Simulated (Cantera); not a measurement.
A Cantera script and its output.

```python
import numpy as np
import cantera as ct

gas = ct.Solution("gri30.yaml")
gas.TPX = 1525, 35000, {'C3H8': 1, 'O2': 12.2, 'N2': 45.9}
reactor = ct.IdealGasReactor(gas, energy="on", clone=False)
net = ct.ReactorNet([reactor])
net.rtol, net.atol = 1e-08, 1e-16
show = ['C3H8', 'O2', 'HCO', 'CH4', 'HCN', 'H2']
times = np.geomspace(1e-06, 0.8, 10)

steps = ct.SolutionArray(gas, extra=["t"])
rows = []
print(f"{'t/s':>10s}{'T/K':>9s}{'P/Pa':>11s}" + "".join(f"{s:>11s}" for s in show))
for t in times:
    while net.time < t:
        t_next = net.step()
        steps.append(gas.state, t=t_next)
    rows.append([np.interp(t, steps.t, y) for y in (steps.T, steps.P, *steps(*show).X.T)])
    print(f"{t:10.3e}{rows[-1][0]:9.1f}{rows[-1][1]:11.4g}" + "".join(f"{x:11.3e}" for x in rows[-1][2:]))
rate = np.gradient(steps.T, steps.t)
print("integrator steps:", len(steps.t))
if steps.T.max() > steps.T[0] + 200:
    print(f"time of steepest temperature rise: {steps.t[rate.argmax()]:.4e} s")
gas.TPX = 1525, 35000, {'C3H8': 1, 'O2': 12.2, 'N2': 45.9}
gas.equilibrate("UV")
print(f"equilibrium (UV): T = {gas.T:.1f} K  " + "  ".join(f"{s} {gas[s].X[0]:.3e}" for s in show))
```

Output:

```
       t/s      T/K       P/Pa       C3H8         O2        HCO        CH4        HCN         H2
 1.000e-06   1524.6  3.499e+04  1.689e-02  2.064e-01  5.434e-12  2.712e-08  6.060e-18  7.614e-07
 4.528e-06   1523.0  3.496e+04  1.673e-02  2.063e-01  2.263e-09  6.512e-07  1.331e-14  2.476e-05
 2.050e-05   1516.7  3.487e+04  1.557e-02  2.057e-01  1.851e-07  2.228e-05  5.979e-12  2.882e-04
 9.283e-05   1617.6  3.796e+04  3.112e-03  1.870e-01  4.585e-05  8.793e-04  8.975e-09  7.232e-03
 4.203e-04   2260.0  5.402e+04  3.635e-52  1.144e-01  3.460e-09  2.291e-19  5.673e-13  3.165e-03
 1.903e-03   2473.2  5.835e+04  1.366e-53  1.161e-01  6.176e-10  1.696e-19  1.410e-12  1.377e-03
 8.618e-03   2479.4  5.844e+04  9.804e-54  1.143e-01  5.147e-10  1.597e-19  2.337e-12  1.240e-03
 3.902e-02   2465.7  5.808e+04  6.825e-54  1.105e-01  4.577e-10  1.390e-19  3.544e-12  1.186e-03
 1.767e-01   2462.3  5.799e+04  6.226e-54  1.096e-01  4.444e-10  1.341e-19  3.760e-12  1.173e-03
 8.000e-01   2462.3  5.799e+04  6.226e-54  1.096e-01  4.444e-10  1.341e-19  3.760e-12  1.173e-03
integrator steps: 1671
time of steepest temperature rise: 1.1353e-04 s
equilibrium (UV): T = 2462.3 K  C3H8 1.377e-53  O2 1.096e-01  HCO 4.444e-10  CH4 2.034e-19  HCN 3.760e-12  H2 1.173e-03
```

Cantera simulation using GRI-Mech 3.0 (53 species, 325 reactions); the numbers are that mechanism's predictions, not measurements. GRI-Mech 3.0 was tuned for natural gas; its chemistry of propane as a main component is partial and can be far from experiment.
